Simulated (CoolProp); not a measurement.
Vapour pressure (kPa) of dodecamethylpentasiloxane (MD3M): the reference equation beside estimates from Tc = 354.9 °C, pc = 954.0 kPa, ω = 0.730. Clausius-Clapeyron is anchored at 38.25 °C with a constant enthalpy of vaporisation of 66.60 kJ/mol.

Model: reference Helmholtz-energy equation of state, Thol 2019, in CoolProp.

| T (°C) | reference | Lee-Kesler | Clausius-Clapeyron | van der Waals | Redlich-Kwong | Soave-Redlich-Kwong | Peng-Robinson |
|---|---|---|---|---|---|---|---|
| 38.25 | 0.02079 | ___ | 0.02079 | 25.05 | 1.918 | 0.02472 | 0.03242 |
| 73.75 | 0.2654 | 0.2926 | 0.2890 | 50.55 | 7.752 | 0.2858 | 0.3409 |
| 109.25 | 1.842 | 1.909 | 2.465 | 90.19 | ___ | ___ | 2.110 |
| 144.65 | 8.271 | 8.338 | 14.54 | 146.8 | ___ | 8.330 | 8.881 |
| 180.15 | 27.35 | 27.27 | 65.26 | 223.2 | 107.5 | 27.45 | ___ |
| 215.65 | 72.17 | 71.67 | 235.5 | 321.7 | 192.4 | 72.73 | 73.61 |
| 251.15 | 161.3 | 160.0 | 714.3 | 444.2 | 315.4 | 163.7 | 163.6 |
| 286.65 | 319.2 | 317.0 | 1882 | ___ | 483.2 | 325.6 | 323.6 |
| 322.15 | 578.8 | 577.0 | 4418 | 767.5 | 702.2 | 589.3 | 586.0 |

**Question.** What belongs in the gaps?

**Answer.** 
- 38.25, Lee-Kesler: 0.02584
- 109.25, Redlich-Kwong: 22.77
- 109.25, Soave-Redlich-Kwong: 1.891
- 144.65, Redlich-Kwong: 53.48
- 180.15, Peng-Robinson: 28.37
- 286.65, van der Waals: 592.3

Absolute difference from the reference over all 9 rows, mean and median: Lee-Kesler 4.6 and 0.8 %, Clausius-Clapeyron 219.9 and 138.6 %, van der Waals 16351.5 and 716.1 %, Redlich-Kwong 1584.1 and 293.1 %, Soave-Redlich-Kwong 4.0 and 1.8 %, Peng-Robinson 12.9 and 3.7 %.
